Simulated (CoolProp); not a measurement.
Vapour-liquid equilibrium of benzene (1) + n-octane (2) at 444.9 K; x and y are mole fractions of (1).

Values from CoolProp's multi-fluid Helmholtz-energy mixture model, Thol 2012 and Beckmüller 2019; pair parameters Bell 2016.

| x | bubble pressure (MPa) | y at the bubble point | dew pressure at overall composition x (MPa) | liquid density (mol/L) |
|---|---|---|---|---|
| 0.05 | 0.3435 | 0.124 | 0.3243 | 5.053 |
| 0.15 | 0.4068 | 0.322 | 0.3507 | 5.297 |
| 0.25 | 0.4702 | 0.469 | 0.3815 | 5.565 |
| 0.35 | 0.5320 | 0.582 | 0.4178 | 5.860 |
| 0.45 | 0.5915 | 0.672 | 0.4611 | 6.188 |
| 0.55 | 0.6485 | 0.746 | 0.5131 | 6.556 |
| 0.65 | 0.7033 | 0.810 | 0.5760 | 6.970 |
| 0.75 | 0.7564 | 0.868 | 0.6516 | 7.442 |
| 0.85 | 0.8085 | 0.922 | 0.7396 | 7.984 |
| 0.95 | 0.8602 | 0.974 | 0.8364 | 8.610 |

No azeotrope shows between x = 0.05 and 0.95.

Pair parameters are fitted to limited data, so mixtures are less certain than the pure fluids.
